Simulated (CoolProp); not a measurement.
Nitrous oxide along the isobar 84.3 bar: Z from the reference equation and from simpler models built on Tc = 309.5 K, pc = 72.45 bar, ω = 0.161; each cubic takes its own stable root.

Model: reference Helmholtz-energy equation of state, Lemmon 2006, in CoolProp. It is a short technical equation, of lower accuracy than the large ones.

```
T (K)          phase  reference  van der Waals  Redlich-Kwong  Soave-Redlich-Kwong  Peng-Robinson
-----  -------------  ---------  -------------  -------------  -------------------  -------------
264.2         liquid     0.1722         0.2644         0.1936               0.1890         0.1673
285.7         liquid     0.1775         0.2696         0.2052               0.2007              ?
307.1         liquid     0.2020         0.2963         0.2450               0.2435         0.2196
328.5  supercritical     0.5389         0.5193         0.5361               0.5588         0.5289
350    supercritical     0.6807         0.6607         0.6726               0.6963         0.6661
371.4  supercritical          ?         0.7330         0.7473               0.7730         0.7439
392.8  supercritical     0.8100         0.7819              ?               0.8252         0.7975
414.3  supercritical     0.8484         0.8183         0.8356                    ?         0.8374
435.7  supercritical     0.8775         0.8464         0.8643               0.8929         0.8680
457.1  supercritical     0.9004         0.8688         0.8869               0.9158         0.8922
478.6  supercritical     0.9189         0.8872         0.9052               0.9342         0.9118
500    supercritical     0.9339         0.9024         0.9201               0.9491         0.9278
```

Question: What belongs in the gaps?

Answer: 
- 285.7, Peng-Robinson: 0.1784
- 371.4, reference: 0.7578
- 392.8, Redlich-Kwong: 0.7981
- 414.3, Soave-Redlich-Kwong: 0.8637
